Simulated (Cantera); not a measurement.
Mixture: CH4 : CO : O2 : N2 = 1 : 0.043 : 1.84 : 6.91 (molar parts), at 443 Torr, adiabatic and at constant pressure. Ignition delay is the time to a rise of 400 K.

Computed with Cantera and GRI-Mech 3.0 (53 species, 325 reactions).

**Question.** Predict: delay at 1125 K; delay at 1225 K; delay at 1325 K; delay at 1425 K; delay at 1525 K; apparent activation energy between 1475 and 1575 K.

**Answer.** 
```
Item                                                    Result
--------------------------------------------------  ----------
delay at 1125 K                                        0.246 s
delay at 1225 K                                        53.4 ms
delay at 1325 K                                        13.6 ms
delay at 1425 K                                        4.04 ms
delay at 1525 K                                        1.43 ms
apparent activation energy between 1475 and 1575 K  180 kJ/mol
```
